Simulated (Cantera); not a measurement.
A closed system holds: 1 mol CaCl2, 22 mol H2, 2 mol H2O, equilibrated at 0.190 bar.

Equilibrium computed with Cantera from the NASA thermochemical tables; the gas is ideal and each condensed phase is pure. Candidate condensed phases: Ca, CaCl2, CaO, Ca(OH)2, H2O; 21 gas species. Mutual solubility and eutectic melting of coexisting phases are not modelled. Condensed phases not in the tables: oxide chlorides. Kinetics and transport are ignored.

x: gas mole fraction; n: condensed amount in mol.

| T (K) | x H2 | x H2O | x HCl | x CaCl2 | n CaCl2(s) | n CaO(s) | n CaCl2(l) |
|---|---|---|---|---|---|---|---|
| 600 | 0.917 | 0.0833 | 3.89e-7 | <1e-12 | 1.000 | 0 | 0 |
| 700 | 0.917 | 0.0833 | 5.62e-6 | <1e-12 | 1.000 | 0 | 0 |
| 800 | 0.917 | 0.0833 | 5.69e-5 | 9.12e-12 | 0.999 | (withheld) | 0 |
| 900 | 0.917 | 0.0831 | 0.000343 | 1.76e-9 | 0.996 | (withheld) | 0 |
| 1000 | 0.916 | 0.0826 | 0.00143 | 1.16e-7 | 0.983 | (withheld) | 0 |
| 1100 | 0.915 | 0.0811 | 0.00418 | 2.92e-6 | 0 | (withheld) | 0.950 |
| 1200 | 0.912 | 0.0782 | 0.00940 | 3.68e-5 | 0 | (withheld) | 0.886 |
| 1300 | 0.908 | 0.0735 | 0.0182 | 0.000304 | 0 | (withheld) | 0.772 |
| 1400 | 0.901 | 0.0664 | 0.0310 | 0.00181 | 0 | (withheld) | 0.577 |
| 1500 | 0.887 | 0.0570 | 0.0473 | 0.00830 | 0 | (withheld) | 0.208 |

### Question
Complete the blanks.

### Answer

- 800, n CaO(s): 0.000683
- 900, n CaO(s): 0.00411
- 1000, n CaO(s): 0.0172
- 1100, n CaO(s): 0.0502
- 1200, n CaO(s): 0.113
- 1300, n CaO(s): 0.220
- 1400, n CaO(s): 0.379
- 1500, n CaO(s): 0.586
